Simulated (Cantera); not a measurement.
What does this Cantera script print?

```python
import numpy as np
import cantera as ct

gas_names = """
    Cu CuO Cu2 H HNO HNO2 HNO3 HO2 H2 H2O H2O2 N NH NH2 NH3 NH2OH NO NO2 NO3 N2 N2H2 N2H4 N2O O OH O2 O3
""".split()
cond_names = """
    Cu(cr) Cu(L) CuO(s) CuO2H2(s) Cu2O(s) Cu2O(L) H2O(s) H2O(L)
""".split()


# ... load() reads the species with a 1 bar reference pressure and builds the phases ...
atoms = {
    'Cu2O': {'Cu': 2, 'O': 1},
    'H2': {'H': 2},
    'N2': {'N': 2},
}
top_T = {'CuO(s)': 1390}  # K; cautious upper limits of use, not melting points


# ... equilibrate(T, P, feed) seeds the gas with the atoms and calls Mixture.equilibrate('TP', solver="vcs", rtol=1e-11, max_steps=5000) ...
results = []
feed = {'Cu2O': 1, 'H2': 1.4, 'N2': 1}  # mol
T = 825  # K
P = 10000  # Pa
mix = equilibrate(T, P, feed)
results.append((T, P, feed, dict(zip(mix.species_names, mix.species_moles))))
x = sorted(zip(gas.X, gas.species_names), reverse=True)
print(f"T = {T:g} K  P = {P:g} Pa  gas = {mix.phase_moles(0):.4g} mol")
print("   x: " + "  ".join(f"{s} {v:.3e}" for v, s in x if v > 0.001))
print("   condensed (mol): " + ("  ".join(f"{mix.phase(i).name} {mix.phase_moles(i):.4g}"
      for i in range(1, mix.n_phases) if mix.phase_moles(i) > 1e-12) or "none"))
```

Result:

```
T = 825 K  P = 10000 Pa  gas = 2.4 mol
   x: H2O 4.167e-01  N2 4.167e-01  H2 1.667e-01
   condensed (mol): Cu(cr) 2
```

Cantera equilibrium calculation (NASA polynomials, part measured and part estimated; ideal gas, pure solids and liquids).
